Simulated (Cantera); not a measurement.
A closed system holds: 1 mol C₂F₆, 2.7 mol F₂, equilibrated at 1.00 bar.

These are equilibrium values from Cantera (NASA tables, ideal gas, pure condensed phases), not measurements of a reactor. Candidate condensed phases: C; 13 gas species. The feed counts by its element totals alone. Condensed phases not in the tables: fluorocarbon polymer. Gases not in the tables: C₂F₆ and larger saturated fluorocarbons. The numbers say what is thermodynamically allowed, not how fast it happens. All values below are at 525 °C.

Base state: CF₄ 0.539, F₂ 0.455, F 0.00544 (mole fractions); condensed: gas only.

### Question
What changes in the equilibrium state with this change: F₂ from 2.7 to 0.47 mol?

### Answer
```csv
species,before,after
CF₄,0.539,1.00
F₂,0.455,<1e-9
F,0.00544,<1e-9
"C(graphite), mol",0,0.265
```
